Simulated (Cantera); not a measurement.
Thermodynamics of hydrogen reduction and annealing atmospheres, feed SiO₂ + H₂ + H₂O

Feed: 1 mol SiO₂, 25 mol H₂, 0.086 mol H₂O, equilibrated at 2173.15 K and 0.100 bar.

Method: chemical equilibrium by Gibbs-energy minimisation in Cantera with the NASA 1993 tables (ideal gas, pure condensed phases). Candidate condensed phases: H₂O, Si, SiO₂; 18 gas species. Equilibrium is a limit: real reactors are often held back by kinetics, nucleation or transport.

```
Property                             Result
--------------------------------  ---------
x(H₂)                                 0.906
x(H₂O)                               0.0412
x(SiO)                               0.0380
x(H)                                 0.0145
x(OH)                               8.86e-5
x(SiO₂)                             7.98e-6
gas amount                        26.28 mol
log10 activity of Si(l) (absent)      -4.42
```
